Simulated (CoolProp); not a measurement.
The numbers come from the reference Helmholtz-energy equation of state, Bücker 2006 in CoolProp.

Q: For isobutane, give the phase and the cp (kJ/(kg K)), viscosity (µPa s), Prandtl number at 162.55 °C and 0.0278 MPa; 162.55 °C and 5.44 MPa.

A: 
- 162.55 °C and 0.0278 MPa: gas; cp 2.30, viscosity 10.7, Prandtl number 0.735
- 162.55 °C and 5.44 MPa: supercritical; cp 6.03, viscosity 25.8, Prandtl number 2.69

Viscosity comes from a separate model (Vogel 2000). Thermal conductivity comes from a separate model (Perkins 2002).
